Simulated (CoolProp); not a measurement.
Aqueous propylene glycol as a coolant, at 0 °C, 1 atm.

The numbers come from the Melinder's fits for secondary coolants in CoolProp.

```json
[
 {"mass %": "10", "freezing point (°C)": "-2.9", "conductivity (W/(m K))": "…", "viscosity (mPa s)": "2.74", "Prandtl number": "21.6", "density (kg/m³)": "1009"},
 {"mass %": "17.2", "freezing point (°C)": "-5.8", "conductivity (W/(m K))": "0.483", "viscosity (mPa s)": "3.78", "Prandtl number": "31.0", "density (kg/m³)": "1017"},
 {"mass %": "24.4", "freezing point (°C)": "-9.5", "conductivity (W/(m K))": "0.452", "viscosity (mPa s)": "5.35", "Prandtl number": "45.9", "density (kg/m³)": "1025"},
 {"mass %": "31.6", "freezing point (°C)": "-13.9", "conductivity (W/(m K))": "0.422", "viscosity (mPa s)": "7.73", "Prandtl number": "69.2", "density (kg/m³)": "1033"},
 {"mass %": "38.8", "freezing point (°C)": "…", "conductivity (W/(m K))": "0.393", "viscosity (mPa s)": "11.2", "Prandtl number": "104", "density (kg/m³)": "1041"},
 {"mass %": "46", "freezing point (°C)": "-26.9", "conductivity (W/(m K))": "0.365", "viscosity (mPa s)": "15.9", "Prandtl number": "…", "density (kg/m³)": "1048"},
 {"mass %": "53.2", "freezing point (°C)": "-37.1", "conductivity (W/(m K))": "0.338", "viscosity (mPa s)": "22.0", "Prandtl number": "220", "density (kg/m³)": "1053"}
]
```

Q: Complete the blanks.

A: 
- 10, conductivity (W/(m K)): 0.515
- 38.8, freezing point (°C): -19.5
- 46, Prandtl number: 154
